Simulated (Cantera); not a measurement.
A freely propagating, adiabatic, planar premixed flame of 51.2 % H₂, 10.2 % O₂, 38.5 % N₂, equivalence ratio 2.5, unburnt at 675 K and 1.80 bar; mixture-averaged transport, grid criteria slope 0.08 and curve 0.16, no radiation.

Model: the H2/O2 subset of GRI-Mech 3.0, which has no nitrogen chemistry, integrated in Cantera. Burning velocities carry a grid error of a few per cent, more on coarse grids.

x: mole fraction of selected species; z is measured from the peak of heat release.

```json
[
 {"z (mm)": "-0.698", "T (K)": "675", "u (m/s)": "10.9", "x H₂": "0.512", "x O₂": "0.102", "x H₂O": "<1e-8", "x HO₂": "<1e-8", "x H": "<1e-8", "x OH": "<1e-8"},
 {"z (mm)": "-0.465", "T (K)": "675", "u (m/s)": "10.9", "x H₂": "0.512", "x O₂": "0.102", "x H₂O": "<1e-8", "x HO₂": "<1e-8", "x H": "<1e-8", "x OH": "<1e-8"},
 {"z (mm)": "-0.349", "T (K)": "675", "u (m/s)": "10.9", "x H₂": "0.512", "x O₂": "0.102", "x H₂O": "<1e-8", "x HO₂": "___", "x H": "<1e-8", "x OH": "<1e-8"},
 {"z (mm)": "-0.233", "T (K)": "675", "u (m/s)": "10.9", "x H₂": "0.512", "x O₂": "0.102", "x H₂O": "6.21e-7", "x HO₂": "2.83e-6", "x H": "4.56e-7", "x OH": "<1e-8"},
 {"z (mm)": "-0.116", "T (K)": "706", "u (m/s)": "11.4", "x H₂": "0.508", "x O₂": "0.102", "x H₂O": "0.00161", "x HO₂": "0.000297", "x H": "0.000551", "x OH": "8.53e-5"},
 {"z (mm)": "-0.0582", "T (K)": "914", "u (m/s)": "14.4", "x H₂": "0.477", "x O₂": "0.0955", "x H₂O": "0.0213", "x HO₂": "0.000202", "x H": "0.00921", "x OH": "0.000540"},
 {"z (mm)": "0", "T (K)": "1281", "u (m/s)": "19.7", "x H₂": "0.390", "x O₂": "0.0612", "x H₂O": "0.0951", "x HO₂": "9.28e-5", "x H": "0.0443", "x OH": "0.00181"},
 {"z (mm)": "0.0582", "T (K)": "1538", "u (m/s)": "23.5", "x H₂": "0.314", "x O₂": "0.0174", "x H₂O": "0.180", "x HO₂": "2.57e-5", "x H": "0.0752", "x OH": "0.00283"},
 {"z (mm)": "0.116", "T (K)": "1650", "u (m/s)": "25.1", "x H₂": "0.294", "x O₂": "0.00347", "x H₂O": "0.208", "x HO₂": "4.94e-6", "x H": "0.0789", "x OH": "0.00287"},
 {"z (mm)": "0.233", "T (K)": "1755", "u (m/s)": "26.5", "x H₂": "0.297", "x O₂": "0.000347", "x H₂O": "0.216", "x HO₂": "5.04e-7", "x H": "0.0690", "x OH": "0.00298"},
 {"z (mm)": "0.465", "T (K)": "1861", "u (m/s)": "27.9", "x H₂": "0.307", "x O₂": "0.000126", "x H₂O": "0.219", "x HO₂": "2.05e-7", "x H": "0.0543", "x OH": "0.00292"},
 {"z (mm)": "0.931", "T (K)": "1963", "u (m/s)": "29.2", "x H₂": "0.316", "x O₂": "7.28e-5", "x H₂O": "0.221", "x HO₂": "1.27e-7", "x H": "0.0396", "x OH": "0.00256"},
 {"z (mm)": "1.86", "T (K)": "2049", "u (m/s)": "30.2", "x H₂": "0.325", "x O₂": "___", "x H₂O": "0.223", "x HO₂": "___", "x H": "___", "x OH": "___"}
]
```

Some entries are withheld; supply them.


- -0.349, x HO₂: 2.08e-8
- 1.86, x O₂: 3.61e-5
- 1.86, x HO₂: 6.97e-8
- 1.86, x H: 0.0268
- 1.86, x OH: 0.00200
